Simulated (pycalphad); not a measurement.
# Freezing of Si-Cu alloys with rising Cu

All values are pycalphad results on the COST 507 light-alloy database (1999) (1 atm), not direct measurements. The data set is of 1999 and partly superseded. Amounts are mole fractions of atoms.

Scheil-Gulliver runs (no diffusion in the solid, steps of 4 K) beside full equilibrium.

| alloy | liquidus (°C) | Scheil, half solid (°C) | Scheil, 80 % solid (°C) | Scheil, invariant end (°C) | liquid left at that end | equilibrium solidus (°C) |
|---|---|---|---|---|---|---|
| Si-11.7Cu (at.%) | 1348 | 1268 | 980 | 801 | 0.17 | 801 |
| Si-15.6Cu (at.%) | ___ | ___ | at the invariant end | 801 | ___ | 801 |
| Si-23.4Cu (at.%) | 1268 | 1095 | at the invariant end | 801 | 0.34 | 801 |
| Si-31.2Cu (at.%) | 1212 | 928 | at the invariant end | 801 | 0.45 | 801 |

### Question
Some entries are withheld; supply them.

### Answer

- Si-15.6Cu (at.%), liquidus (°C): 1322
- Si-15.6Cu (at.%), Scheil, half solid (°C): 1212
- Si-15.6Cu (at.%), liquid left at that end: 0.22
